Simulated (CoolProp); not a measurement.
R134a at 298.15 K and 3.35 MPa is throttled through a valve to 0.499 MPa with no heat exchange. Each further row changes one setting.

The numbers come from the reference Helmholtz-energy equation of state, Tillner-Roth 1994 in CoolProp.

| case | temperature change (K) | final phase | final density (kg/m³) |
|---|---|---|---|
| as stated | -9.3 | two-phase, vapour fraction 0.072 | 271 |
| outlet pressure 0.15 MPa | -42.1 | two-phase, vapour fraction 0.272 | 27.6 |
| outlet pressure 0.649 MPa | -0.8 | two-phase, vapour fraction 0.008 | 942 |
